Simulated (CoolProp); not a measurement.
c-C4F8 (RC318) along the isobar 1.65 MPa: fugacity coefficient from the reference equation and from simpler models built on Tc = 388.4 K, pc = 2.778 MPa, ω = 0.355; each cubic takes its own stable root.

Computed with CoolProp (reference Helmholtz-energy equation of state, Platzer 1990). This equation is an older, rougher fit; its heat capacities, sound speeds and derivatives of the liquid may be far off and weren't checked against measurements.

```json
[
 {"T (K)": "338.1", "phase": "liquid", "reference": "0.4884", "van der Waals": "0.7282", "Redlich-Kwong": "0.5908", "Peng-Robinson": "(withheld)"},
 {"T (K)": "350.5", "phase": "liquid", "reference": "0.6155", "van der Waals": "(withheld)", "Redlich-Kwong": "0.7007", "Peng-Robinson": "0.6026"},
 {"T (K)": "375.4", "phase": "gas", "reference": "0.7814", "van der Waals": "(withheld)", "Redlich-Kwong": "0.7826", "Peng-Robinson": "0.7602"},
 {"T (K)": "387.9", "phase": "gas", "reference": "0.8063", "van der Waals": "0.8241", "Redlich-Kwong": "(withheld)", "Peng-Robinson": "0.7852"},
 {"T (K)": "400.3", "phase": "gas", "reference": "0.8273", "van der Waals": "0.8375", "Redlich-Kwong": "0.8204", "Peng-Robinson": "0.8069"},
 {"T (K)": "412.8", "phase": "gas", "reference": "0.8456", "van der Waals": "0.8496", "Redlich-Kwong": "0.8361", "Peng-Robinson": "0.8261"},
 {"T (K)": "425.3", "phase": "gas", "reference": "0.8615", "van der Waals": "0.8605", "Redlich-Kwong": "0.8500", "Peng-Robinson": "0.8432"},
 {"T (K)": "437.7", "phase": "gas", "reference": "0.8754", "van der Waals": "0.8703", "Redlich-Kwong": "0.8624", "Peng-Robinson": "0.8583"},
 {"T (K)": "450.2", "phase": "gas", "reference": "0.8878", "van der Waals": "0.8793", "Redlich-Kwong": "0.8736", "Peng-Robinson": "0.8719"},
 {"T (K)": "462.6", "phase": "gas", "reference": "0.8988", "van der Waals": "0.8874", "Redlich-Kwong": "0.8836", "Peng-Robinson": "0.8841"},
 {"T (K)": "475.1", "phase": "gas", "reference": "0.9087", "van der Waals": "0.8949", "Redlich-Kwong": "(withheld)", "Peng-Robinson": "0.8951"},
 {"T (K)": "487.5", "phase": "gas", "reference": "(withheld)", "van der Waals": "0.9018", "Redlich-Kwong": "0.9009", "Peng-Robinson": "0.9050"},
 {"T (K)": "500", "phase": "gas", "reference": "0.9256", "van der Waals": "0.9081", "Redlich-Kwong": "0.9085", "Peng-Robinson": "0.9141"}
]
```

Problem. Fill in the missing entries.

Solution. 
- 338.1, Peng-Robinson: 0.4791
- 350.5, van der Waals: 0.7727
- 375.4, van der Waals: 0.8090
- 387.9, Redlich-Kwong: 0.8028
- 475.1, Redlich-Kwong: 0.8927
- 487.5, reference: 0.9176

At some of these states van der Waals gives the other phase, because its saturation line lies elsewhere.
